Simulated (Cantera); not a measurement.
Cantera run:

```python
import numpy as np
import cantera as ct

gas_names = """
    AL ALC ALH ALN ALO ALOH ALO2 ALO2H AL2 AL2O AL2O2 C CH CH2 CH3 CH2OH CH3O CH4 CH3OH CN CO CO2 COOH
    C2 C2H CHCO,ketyl C2H2,acetylene C2H2,vinylidene CH2CO,ketene C2H3,vinyl CH3CN CH3CO,acetyl C2H4
    C2H4O,ethylen CH3CHO,ethanal CH3COOH (HCOOH)2 C2H5 C2H6 CH3OCH3 C2H5OH CCN CNC C2N2 C2O C3
    C3H3,propargyl C3H4,allene C3H4,propyne C3H4,cyclo- C3H5,allyl C3H6,propylene C3H6,cyclo- C3H6O
    C3H7,n-propyl C3H7,i-propyl C3H8 C3H8O,1propanol C3H8O,2propanol C3O2 C4 C4H2 C4H4,1,3-cyclo-
    C4H6,butadiene C4H6,2-butyne C4H6,cyclo- C4H8,1-butene C4H8,cis2-buten C4H8,tr2-butene
    C4H8,isobutene C4H8,cyclo- (CH3COOH)2 C4H9,n-butyl C4H9,i-butyl C4H9,s-butyl C4H9,t-butyl
    C4H10,isobutane C4H10,n-butane C4N2 C5 C5H6,1,3cyclo- C5H8,cyclo- C5H10,1-pentene C5H10,cyclo-
    C5H11,pentyl C5H11,t-pentyl C5H12,n-pentane C5H12,i-pentane CH3C(CH3)2CH3 C6H2 C6H5,phenyl
    C6H5O,phenoxy C6H6 C6H5OH,phenol C6H10,cyclo- C6H12,1-hexene C6H12,cyclo- C6H13,n-hexyl C7H7,benzyl
    C7H8 C7H8O,cresol C7H14,1-heptene C7H15,n-heptyl C7H16,n-heptane C8H8,styrene C8H10,ethylbenz
    C8H16,1-octene C8H17,n-octyl C8H18,isooctane C8H18,n-octane C9H19,n-nonyl C10H8,naphthale
    C10H21,n-decyl C12H9,o-bipheny C12H10,bipheny H HALO HCN HCO HCCN HNC HNCO HNO HNO2 HNO3 HO2 H2
    HCHO,formaldehy HCOOH H2O H2O2 N NCO NH NH2 NH3 NH2OH NO NO2 NO3 N2 N2H2 N2H4 N2O O OH O2 O3
""".split()
cond_names = """
    AL(cr) AL(L) ALN(s) AL2O3(a) AL2O3(L) C(gr) C6H6(L) C7H8(L) C8H18(L),n-octa H2O(s) H2O(L)
""".split()


def load(file, names, dense=False):
    # The tables refer to 1 bar. Condensed volumes are neglected.
    table = {s.name: s for s in ct.Species.list_from_file(file)}
    out = []
    for n in names:
        d = dict(table[n].input_data)
        d["thermo"] = dict(d["thermo"], **{"reference-pressure": 1e5})
        if dense:
            d["equation-of-state"] = {"model": "constant-volume", "density": "1e6 g/cm^3"}
        out.append(ct.Species.from_dict(d))
    return out


gas = ct.Solution(thermo="ideal-gas", species=load("nasa_gas.yaml", gas_names))
cond = {s.name: ct.Solution(thermo="fixed-stoichiometry", species=[s], name=s.name)
        for s in load("nasa_condensed.yaml", cond_names, dense=True)}
atoms = {
    'Al(CH3)3': {'AL': 1, 'C': 3, 'H': 9},
    'N2O': {'N': 2, 'O': 1},
    'N2': {'N': 2},
}
top_T = {'ALN(s)': 2750, 'C(gr)': 4500}  # K; cautious upper limits of use, not melting points


def equilibrate(T, P, feed):
    n = {}
    for name, mol in feed.items():
        for a, k in atoms[name].items():
            n[a] = n.get(a, 0.0) + k * mol
    gas.TPX = T, P, n
    mass = sum(n.values()) * gas.mean_molecular_weight
    gas.equilibrate("TP")
    valid = [c for c in cond.values() if c.min_temp <= T <= top_T.get(c.name, c.max_temp)]
    mix = ct.Mixture([(gas, mass / gas.mean_molecular_weight)] + [(c, 0.0) for c in valid])
    mix.T, mix.P = T, P
    mix.equilibrate("TP", solver="vcs", rtol=1e-11, max_steps=5000)
    return mix


results = []
feed = {'Al(CH3)3': 1, 'N2O': 2.1, 'N2': 170}  # mol
P = 320  # Pa
for T in [1573, 1623, 1673, 1723, 1773, 1823, 1873, 1923, 1973, 2023, 2073, 2123, 2173, 2223]:
    mix = equilibrate(T, P, feed)
    results.append((T, P, feed, dict(zip(mix.species_names, mix.species_moles))))
    x = sorted(zip(gas.X, gas.species_names), reverse=True)
    print(f"T = {T:g} K  P = {P:g} Pa  gas = {mix.phase_moles(0):.4g} mol")
    print("   x: " + "  ".join(f"{s} {v:.3e}" for v, s in x if v > 0.001))
    print("   condensed (mol): " + ("  ".join(f"{mix.phase(i).name} {mix.phase_moles(i):.4g}"
          for i in range(1, mix.n_phases) if mix.phase_moles(i) > 1e-12) or "none"))
```

Output:

```
T = 1573 K  P = 320 Pa  gas = 178.2 mol
   x: N2 9.628e-01  H2 2.506e-02  CO 1.178e-02
   condensed (mol): ALN(s) 0.9993  C(gr) 0.851
T = 1623 K  P = 320 Pa  gas = 178.2 mol
   x: N2 9.627e-01  H2 2.496e-02  CO 1.178e-02
   condensed (mol): ALN(s) 0.997  C(gr) 0.833
T = 1673 K  P = 320 Pa  gas = 178.2 mol
   x: N2 9.625e-01  H2 2.484e-02  CO 1.178e-02
   condensed (mol): ALN(s) 0.9878  C(gr) 0.8102
T = 1723 K  P = 320 Pa  gas = 178.3 mol
   x: N2 9.621e-01  H2 2.465e-02  CO 1.178e-02
   condensed (mol): ALN(s) 0.9542  C(gr) 0.7817
T = 1773 K  P = 320 Pa  gas = 178.5 mol
   x: N2 9.613e-01  H2 2.438e-02  CO 1.176e-02
   condensed (mol): ALN(s) 0.8405  C(gr) 0.7467
T = 1823 K  P = 320 Pa  gas = 179.1 mol
   x: N2 9.591e-01  H2 2.398e-02  CO 1.173e-02  AL 2.892e-03  H 1.186e-03  HCN 1.040e-03
   condensed (mol): ALN(s) 0.4799  C(gr) 0.7044
T = 1873 K  P = 320 Pa  gas = 179.9 mol
   x: N2 9.562e-01  H2 2.345e-02  CO 1.168e-02  AL 5.540e-03  H 1.747e-03  HCN 1.294e-03
   condensed (mol): C(gr) 0.6539
T = 1923 K  P = 320 Pa  gas = 179.9 mol
   x: N2 9.557e-01  H2 2.290e-02  CO 1.167e-02  AL 5.541e-03  H 2.520e-03  HCN 1.591e-03
   condensed (mol): C(gr) 0.595
T = 1973 K  P = 320 Pa  gas = 180 mol
   x: N2 9.550e-01  H2 2.218e-02  CO 1.167e-02  AL 5.541e-03  H 3.553e-03  HCN 1.927e-03
   condensed (mol): C(gr) 0.5275
T = 2023 K  P = 320 Pa  gas = 180.1 mol
   x: N2 9.541e-01  H2 2.129e-02  CO 1.166e-02  AL 5.539e-03  H 4.898e-03  HCN 2.298e-03
   condensed (mol): C(gr) 0.4514
T = 2073 K  P = 320 Pa  gas = 180.3 mol
   x: N2 9.531e-01  H2 2.019e-02  CO 1.165e-02  H 6.606e-03  AL 5.536e-03  HCN 2.698e-03
   condensed (mol): C(gr) 0.3674
T = 2123 K  P = 320 Pa  gas = 180.5 mol
   x: N2 9.518e-01  H2 1.887e-02  CO 1.164e-02  H 8.712e-03  AL 5.531e-03  HCN 3.117e-03
   condensed (mol): C(gr) 0.2766
T = 2173 K  P = 320 Pa  gas = 180.7 mol
   x: N2 9.503e-01  H2 1.734e-02  CO 1.162e-02  H 1.123e-02  AL 5.525e-03  HCN 3.540e-03
   condensed (mol): C(gr) 0.1805
T = 2223 K  P = 320 Pa  gas = 181 mol
   x: N2 9.487e-01  H2 1.561e-02  H 1.415e-02  CO 1.160e-02  AL 5.518e-03  HCN 3.947e-03
   condensed (mol): C(gr) 0.08121
```

Method: chemical equilibrium by Gibbs-energy minimisation in Cantera with the NASA 1993 tables (ideal gas, pure condensed phases). The feed counts by its element totals alone.
